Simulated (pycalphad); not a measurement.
An equivalent pycalphad script:

```python
from pycalphad import Database, equilibrium, calculate, variables as v
import numpy as np
db = Database('COST507.tdb')
comps = ['MG', 'SI', 'AL', 'VA']
phases = ['ALMG_BETA', 'ALMG_EPS', 'ALMG_GAMMA', 'DIAMOND_A4', 'FCC_A1', 'HCP_A3', 'LIQUID', 'MG2SI']
eq = equilibrium(db, comps, phases, {v.X('SI'): 0.0442, v.X('AL'): 0.0076, v.T: np.arange(1650, 349, -50), v.P: 101325, v.N: 1}, output=['HM', 'SM'])
```

Computed with pycalphad from the COST 507 light-alloy database (1999), at 1 atm. No gas phase is included, though pure Mg would boil below 1650 K. The data set is of 1999 and partly superseded. Amounts are mole fractions of atoms. Diffusion is slow at the low end, where real alloys seldom reach equilibrium.

Results at three of the temperatures:

```
T = 1550.00 K, P = 101325 Pa, N = 1 mol of atoms
G = -96137 J/mol, H = 46658 J/mol, S = 92.13 J/(mol K)  (SER reference)
chemical potentials (J/mol): Mg -94099, Si -131389, Al -145307
phase             fraction      x(Mg)      x(Si)      x(Al)
LIQUID              1.0000     0.9482     0.0442     0.0076
```

```
T = 800.00 K, P = 101325 Pa, N = 1 mol of atoms
G = -35947 J/mol, H = 10849 J/mol, S = 58.50 J/(mol K)  (SER reference)
chemical potentials (J/mol): Mg -33817, Si -78550, Al -53924
phase             fraction      x(Mg)      x(Si)      x(Al)
HCP_A3              0.8674     0.9912   3.73e-06     0.0088
MG2SI               0.1326     0.6667     0.3333       none
```

```
T = 350.00 K, P = 101325 Pa, N = 1 mol of atoms
G = -14134 J/mol, H = -1551 J/mol, S = 35.95 J/(mol K)  (SER reference)
chemical potentials (J/mol): Mg -11561, Si -69024, Al -15877
phase             fraction      x(Mg)      x(Si)      x(Al)
HCP_A3              0.8634     0.9931      1e-14     0.0069
MG2SI               0.1326     0.6667     0.3333       none
ALMG_GAMMA          0.0040     0.5860       none     0.4140
```

Changes of the phase set, refined by bisection:

```tsv
T (K)	phases above	phases below
1041.7	LIQUID	LIQUID + MG2SI
907.4	LIQUID + MG2SI	HCP_A3 + LIQUID + MG2SI
895.5	HCP_A3 + LIQUID + MG2SI	HCP_A3 + MG2SI
367.4	HCP_A3 + MG2SI	ALMG_GAMMA + HCP_A3 + MG2SI
```

Database names, with the compositions (at.%) that they take in these runs: MG2SI: Mg 67 Si 33; ALMG_GAMMA: Mg 59 Al 41. HCP_A3 is hcp. An entry "none" or "no" means that the model of the phase leaves that element out.
